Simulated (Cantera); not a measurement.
Feed: 1 mol Pb, 1.3 mol CO, 88 mol H₂, at 1600 K and 13300 Pa.

These are equilibrium values from Cantera (NASA tables, ideal gas, pure condensed phases), not measurements of a reactor. Candidate condensed phases: C, C₆H₆, C₇H₈, C₈H₁₈, H₂O, Pb, PbO, PbO₂, Pb₃O₄; 113 gas species. Equilibrium is a limit: real reactors are often held back by kinetics, nucleation or transport.

Base state: H₂ 0.974, CO 0.0144, Pb 0.0111, H 0.000147, H₂O 1.86e-5, CH₄ 1.82e-5 (mole fractions); condensed: gas only.

Task: What changes in the equilibrium state with this change: Pb replaced by PbO?

Result: 
```json
[
 {"species": "H₂", "before": "0.974", "after": "0.963"},
 {"species": "CO", "before": "0.0144", "after": "0.0143"},
 {"species": "Pb", "before": "0.0111", "after": "0.0111"},
 {"species": "H₂O", "before": "1.86e-5", "after": "0.0110"},
 {"species": "CO₂", "before": "9.11e-8", "after": "5.46e-5"},
 {"species": "CH₄", "before": "1.82e-5", "after": "2.95e-8"},
 {"species": "H", "before": "0.000147", "after": "0.000146"}
]
```

Task: What changes in the equilibrium state with this change: temperature from 1600 K to 798 K?

Result: 
```csv
species,before,after
H₂,0.974,0.970
CH₄,1.82e-5,0.0146
H₂O,1.86e-5,0.0146
CO,0.0144,0.000382
Pb,0.0111,4.30e-7
H,0.000147,<1e-9
CO₂,9.11e-8,2.45e-5
"Pb(l), mol",0,1.000
```
